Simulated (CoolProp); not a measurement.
Saturation properties of R1233zd(E) (Tc = 165.7 °C, pc = 3583 kPa, ω = 0.304).

Computed with CoolProp (reference Helmholtz-energy equation of state, Akasaka 2022).

```json
[
 {"T (°C)": "-39.55", "p (kPa)": "5.995", "liquid density (kg/m³)": "1408", "vapour density (kg/m³)": "0.4048", "enthalpy of vaporisation (kJ/kg)": "220.4"},
 {"T (°C)": "-34.85", "p (kPa)": "8.031", "liquid density (kg/m³)": "1398", "vapour density (kg/m³)": "0.5323", "enthalpy of vaporisation (kJ/kg)": "218.3"},
 {"T (°C)": "-30.15", "p (kPa)": "10.61", "liquid density (kg/m³)": "1388", "vapour density (kg/m³)": "0.6909", "enthalpy of vaporisation (kJ/kg)": "216.2"},
 {"T (°C)": "-25.55", "p (kPa)": "13.77", "liquid density (kg/m³)": "1378", "vapour density (kg/m³)": "0.8815", "enthalpy of vaporisation (kJ/kg)": "214.2"},
 {"T (°C)": "-20.85", "p (kPa)": "17.77", "liquid density (kg/m³)": "1368", "vapour density (kg/m³)": "1.118", "enthalpy of vaporisation (kJ/kg)": "212.1"},
 {"T (°C)": "-16.15", "p (kPa)": "22.67", "liquid density (kg/m³)": "1357", "vapour density (kg/m³)": "1.403", "enthalpy of vaporisation (kJ/kg)": "210.1"},
 {"T (°C)": "-11.45", "p (kPa)": "28.61", "liquid density (kg/m³)": "1347", "vapour density (kg/m³)": "1.745", "enthalpy of vaporisation (kJ/kg)": "208.0"},
 {"T (°C)": "-6.75", "p (kPa)": "35.77", "liquid density (kg/m³)": "1336", "vapour density (kg/m³)": "2.149", "enthalpy of vaporisation (kJ/kg)": "205.9"},
 {"T (°C)": "-2.15", "p (kPa)": "44.11", "liquid density (kg/m³)": "1326", "vapour density (kg/m³)": "2.614", "enthalpy of vaporisation (kJ/kg)": "203.8"},
 {"T (°C)": "2.55", "p (kPa)": "54.18", "liquid density (kg/m³)": "1316", "vapour density (kg/m³)": "3.168", "enthalpy of vaporisation (kJ/kg)": "201.7"}
]
```

It boils at 18.1 °C under 1 atm.
